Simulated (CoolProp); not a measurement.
Saturation properties of CF4 (R14) (Tc = -45.8 °C, pc = 37.62 bar, ω = 0.178).

The numbers come from the reference Helmholtz-energy equation of state, Platzer 1990 in CoolProp. This equation is an older, rougher fit; its heat capacities, sound speeds and derivatives of the liquid may be far off and weren't checked against measurements.

```
T (°C)   p (bar)  enthalpy of vaporisation (kJ/kg)  vapour Z  surface tension (mN/m)  vapour viscosity (µPa s)
-------  -------  --------------------------------  --------  ----------------------  ------------------------
-141.35   0.3567                             141.2    0.9844                    14.5                      7.84
-131.25   0.8040                             136.1    0.9707                    12.6                      8.51
-121.05    1.616                             130.5    0.9503                    10.8                      9.22
-110.95    2.932                             124.2    0.9224                    9.00                      9.98
-100.85    4.930                             117.1    0.8861                    7.31                      10.8
-90.75     7.802                             108.7    0.8403                    5.69                      11.7
-80.65     11.75                             98.88    0.7836                    4.15                      12.8
-70.55     17.02                             86.77    0.7132                    2.72                      14.2
-60.45     23.87                             70.82    0.6219                    1.43                      16.1
-50.35     32.70                             45.02    0.4814                   0.345                      20.1
```

It boils at -128.0 °C under 1 atm.

Viscosity comes from a separate model (Huber 2003), an estimate that may be off by 10 % or more. Surface tension comes from a separate correlation (Mulero 2012).
